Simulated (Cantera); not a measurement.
An adiabatic, constant-volume homogeneous reactor starts with CH₃OH : O₂ : N₂ = 1 : 1.61 : 9.68 (molar parts), at 1573 K and 3.30 bar. Integrator tolerance rtol = 1e-08.

Computed with Cantera and GRI-Mech 3.0 (53 species, 325 reactions). GRI-Mech 3.0 was tuned for natural gas; its chemistry of methanol as a main component is partial and can be far from experiment.

Question: What does this change do: initial temperature 1573 to 1100 K?

Answer: 
```
quantity                                                            before                                    after
---------------------------------  ---------------------------------------  ---------------------------------------
time of steepest temperature rise                                  45.2 µs                                  24.1 ms
temperature at 1.00 s                                               2801 K                                   2589 K
equilibrium temperature                                             2801 K                                   2589 K
x(CH₃OH) at 1.00 s                   <1e-12 (gas-phase equilibrium <1e-12)    <1e-12 (gas-phase equilibrium <1e-12)
x(O₂) at 1.00 s                      0.0165 (gas-phase equilibrium 0.0165)    0.0118 (gas-phase equilibrium 0.0118)
x(CH₂) at 1.00 s                     <1e-12 (gas-phase equilibrium <1e-12)    <1e-12 (gas-phase equilibrium <1e-12)
x(CO) at 1.00 s                      0.0246 (gas-phase equilibrium 0.0246)    0.0122 (gas-phase equilibrium 0.0122)
x(C₂H₄) at 1.00 s                    <1e-12 (gas-phase equilibrium <1e-12)    <1e-12 (gas-phase equilibrium <1e-12)
x(HCO) at 1.00 s                   4.67e-8 (gas-phase equilibrium 4.67e-8)  1.06e-8 (gas-phase equilibrium 1.06e-8)
x(C₂H) at 1.00 s                     <1e-12 (gas-phase equilibrium <1e-12)    <1e-12 (gas-phase equilibrium <1e-12)
```

Question: What does this change do: CH3OH 1 to 2 parts?

Answer: 
```tsv
quantity	before	after
time of steepest temperature rise	45.2 µs	34.5 µs
temperature at 1.00 s	2801 K	2768 K
equilibrium temperature	2801 K	2768 K
x(CH₃OH) at 1.00 s	<1e-12 (gas-phase equilibrium <1e-12)	<1e-12 (gas-phase equilibrium <1e-12)
x(O₂) at 1.00 s	0.0165 (gas-phase equilibrium 0.0165)	0.000242 (gas-phase equilibrium 0.000242)
x(CH₂) at 1.00 s	<1e-12 (gas-phase equilibrium <1e-12)	4.93e-12 (gas-phase equilibrium 5.32e-12)
x(CO) at 1.00 s	0.0246 (gas-phase equilibrium 0.0246)	0.0969 (gas-phase equilibrium 0.0969)
x(C₂H₄) at 1.00 s	<1e-12 (gas-phase equilibrium <1e-12)	<1e-12 (gas-phase equilibrium <1e-12)
x(HCO) at 1.00 s	4.67e-8 (gas-phase equilibrium 4.67e-8)	5.22e-7 (gas-phase equilibrium 5.22e-7)
x(C₂H) at 1.00 s	<1e-12 (gas-phase equilibrium <1e-12)	<1e-12 (gas-phase equilibrium <1e-12)
```

Question: What does this change do: initial temperature 1573 to 1550 K?

Answer: 
```tsv
quantity	before	after
time of steepest temperature rise	45.2 µs	54.9 µs
temperature at 1.00 s	2801 K	2791 K
equilibrium temperature	2801 K	2791 K
x(CH₃OH) at 1.00 s	<1e-12 (gas-phase equilibrium <1e-12)	<1e-12 (gas-phase equilibrium <1e-12)
x(O₂) at 1.00 s	0.0165 (gas-phase equilibrium 0.0165)	0.0162 (gas-phase equilibrium 0.0162)
x(CH₂) at 1.00 s	<1e-12 (gas-phase equilibrium <1e-12)	<1e-12 (gas-phase equilibrium <1e-12)
x(CO) at 1.00 s	0.0246 (gas-phase equilibrium 0.0246)	0.0240 (gas-phase equilibrium 0.0240)
x(C₂H₄) at 1.00 s	<1e-12 (gas-phase equilibrium <1e-12)	<1e-12 (gas-phase equilibrium <1e-12)
x(HCO) at 1.00 s	4.67e-8 (gas-phase equilibrium 4.67e-8)	4.41e-8 (gas-phase equilibrium 4.41e-8)
x(C₂H) at 1.00 s	<1e-12 (gas-phase equilibrium <1e-12)	<1e-12 (gas-phase equilibrium <1e-12)
```
